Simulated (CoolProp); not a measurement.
Saturation properties of chlorine.

The numbers come from the reference Helmholtz-energy equation of state, Thol 2021 in CoolProp.

| T (K) | p (MPa) | liquid density (kg/m³) | vapour density (kg/m³) | enthalpy of vaporisation (kJ/kg) |
|---|---|---|---|---|
| 299.1 | 0.7959 | 1390 | 25.47 | … |
| 308.4 | 1.014 | … | 32.17 | … |
| 317.6 | … | 1330 | 40.08 | 231.6 |
| 326.9 | 1.573 | 1298 | 49.56 | 222.9 |
| 336.1 | 1.921 | 1265 | 60.65 | 213.6 |
| 345.3 | 2.320 | 1231 | 73.76 | 203.6 |
| 354.6 | 2.779 | … | 89.44 | 192.6 |
| 363.8 | 3.292 | 1153 | 107.9 | 180.6 |
| 373 | 3.868 | 1110 | 130.1 | … |
| 382.3 | 4.518 | 1061 | 157.7 | 152.3 |
| 391.5 | 5.233 | 1006 | 192.2 | 134.8 |

Problem. Fill in the missing entries.

Solution. 
- 299.1, enthalpy of vaporisation (kJ/kg): 247.2
- 308.4, liquid density (kg/m³): 1360
- 308.4, enthalpy of vaporisation (kJ/kg): 239.6
- 317.6, p (MPa): 1.270
- 354.6, liquid density (kg/m³): 1193
- 373, enthalpy of vaporisation (kJ/kg): 167.4

It boils at 239.2 K under 1 atm.
